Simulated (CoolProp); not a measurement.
Values from CoolProp's reference Helmholtz-energy equation of state, Wu 2012.

Question: For fluoroethane (R161), give the phase and the density (kg/m³), cp (kJ/(kg K)), cv (kJ/(kg K)), expansivity (1/kK) at 176.85 °C and 4.09 MPa.

Answer: 
- 176.85 °C and 4.09 MPa: gas; density 63.0, cp 1.97, cv 1.59, expansivity 3.98
